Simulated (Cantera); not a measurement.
Mixture: H₂ : O₂ : N₂ = 1 : 0.417 : 1.57 (molar parts), equivalence ratio 1.2, at 760 Torr, adiabatic and at constant volume. Ignition delay is the time to a rise of 400 K.

Detailed kinetics in Cantera: GRI-Mech 3.0 (53 species, 325 reactions). Below about 950 K walls govern HO2 and H2O2 in real vessels.

Problem. Predict: delay at 898 K; delay at 948 K; delay at 998 K; delay at 1048 K; delay at 1098 K; delay at 1148 K; apparent activation energy between 1048 and 1148 K.

Solution. 
```json
{
 "delay at 898 K": "0.227 s",
 "delay at 948 K": "10.7 ms",
 "delay at 998 K": "0.333 ms",
 "delay at 1048 K": "0.145 ms",
 "delay at 1098 K": "88.7 µs",
 "delay at 1148 K": "61.3 µs",
 "apparent activation energy between 1048 and 1148 K": "86 kJ/mol"
}
```
